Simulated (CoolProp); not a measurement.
A simple Rankine cycle with R123: condensing at 315.15 K, boiler at 1.25 MPa, turbine inlet 400.1 K, turbine efficiency 0.6, pump efficiency 0.8, no recuperator. Each further row changes one setting.

The numbers come from the reference Helmholtz-energy equation of state, Younglove 1994 in CoolProp. It is a modified Benedict-Webb-Rubin equation, recast in Helmholtz form.

```json
[
 {"case": "as stated", "thermal efficiency (%)": "9.6", "net work (kJ/kg)": "20.3", "heat in (kJ/kg)": "212", "turbine exit temperature (K)": "?", "volume ratio over the turbine": "8.31"},
 {"case": "turbine inlet 420.1 K", "thermal efficiency (%)": "9.6", "net work (kJ/kg)": "22.1", "heat in (kJ/kg)": "230", "turbine exit temperature (K)": "374.3", "volume ratio over the turbine": "?"},
 {"case": "condensing temperature 307.15 K", "thermal efficiency (%)": "10.5", "net work (kJ/kg)": "23.0", "heat in (kJ/kg)": "220", "turbine exit temperature (K)": "?", "volume ratio over the turbine": "10.8"},
 {"case": "boiler pressure 0.875 MPa", "thermal efficiency (%)": "8.2", "net work (kJ/kg)": "17.9", "heat in (kJ/kg)": "218", "turbine exit temperature (K)": "364.1", "volume ratio over the turbine": "?"},
 {"case": "turbine efficiency 0.5", "thermal efficiency (%)": "7.9", "net work (kJ/kg)": "16.7", "heat in (kJ/kg)": "212", "turbine exit temperature (K)": "356.8", "volume ratio over the turbine": "8.44"}
]
```

Problem. Fill in the missing entries.

Solution. 
- as stated, turbine exit temperature (K): 352.1
- turbine inlet 420.1 K, volume ratio over the turbine: 8.00
- condensing temperature 307.15 K, turbine exit temperature (K): 347.5
- boiler pressure 0.875 MPa, volume ratio over the turbine: 5.47
